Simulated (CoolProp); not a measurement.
Properties of CHF3 (R23) at several states (Tc = 299.3 K, pc = 48.32 bar, ω = 0.263).

Model: reference Helmholtz-energy equation of state, Penoncello 2003, in CoolProp.

```csv
T (K),p (bar),phase,density (kg/m³),isothermal compressibility (1/MPa),viscosity (µPa s),conductivity (mW/(m K))
407.2,0.547,gas,1.133,18.31,19.8,19.4
322.5,0.656,gas,1.719,15.30,16.1,14.9
352.4,0.643,gas,1.541,15.59,17.4,16.5
417,0.52,gas,1.051,19.25,20.3,19.9
```

Viscosity comes from a separate model (Shan 2000). Thermal conductivity comes from a separate model (Shan 2000).
